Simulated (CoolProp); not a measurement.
Vapour-liquid equilibrium of isobutane (1) + n-butane (2) at 62.35 °C; x and y are mole fractions of (1).

The numbers come from the multi-fluid Helmholtz-energy mixture model, Bücker 2006 and Bücker 2006; pair parameters Kunz 2012 in CoolProp.

Task: Give the bubble pressure and the first vapour's composition at x = 0.125, 0.5, 0.65. Is there an azeotrope?

Result: x = 0.125: 7.049 bar, y = 0.155; x = 0.5: 7.935 bar, y = 0.560; x = 0.65: 8.298 bar, y = 0.703. No azeotrope shows between x = 0.05 and 0.95.

The pair parameters rest on a limited set of measurements; away from them the model extrapolates.
